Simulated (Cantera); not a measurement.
A closed system holds: 1 mol Si, 1 mol HBr, a varied amount of H2, at 725 °C and 0.0133 bar.

Method: chemical equilibrium by Gibbs-energy minimisation in Cantera with the NASA 1993 tables (ideal gas, pure condensed phases). Candidate condensed phases: Br2, Si; 19 gas species. Rates play no part.

Task: What share of the Si ends up in condensed phases as a function of n(H2) (mol), at 4.2, 4.9, 5.8, 6.9, 8.2, 9.6, 11, 13, 16, 19, 22, 26?

Result: 
```
n(H2) (mol)  Si condensed (%)     as
-----------  ----------------  -----
4.2                      79.9  Si(s)
4.9                      80.5  Si(s)
5.8                      81.1  Si(s)
6.9                      81.9  Si(s)
8.2                      82.8  Si(s)
9.6                      83.6  Si(s)
11                       84.5  Si(s)
13                       85.5  Si(s)
16                       87.0  Si(s)
19                       88.3  Si(s)
22                       89.4  Si(s)
26                       90.7  Si(s)
```
